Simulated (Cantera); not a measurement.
A closed system holds: 1 mol c-C₄F₈, 0.018 mol Si, 3.4 mol H₂, equilibrated at 0.540 bar.

These are equilibrium values from Cantera (NASA tables, ideal gas, pure condensed phases), not measurements of a reactor. Candidate condensed phases: C, C₆H₆, C₇H₈, C₈H₁₈, Si, SiC; 113 gas species. The feed counts by its element totals alone. The tables' values for SiF₃ are old estimates; treat these amounts as uncertain. The numbers say what is thermodynamically allowed, not how fast it happens.

### Question
At 2898 K, list the 5 most abundant gas species with their mole fractions, and the condensed phases.

### Answer
HF 0.881, F 0.0760, CF₂ 0.0317, CF 0.00706, SiF₄ 0.00220. Condensed: C(graphite).
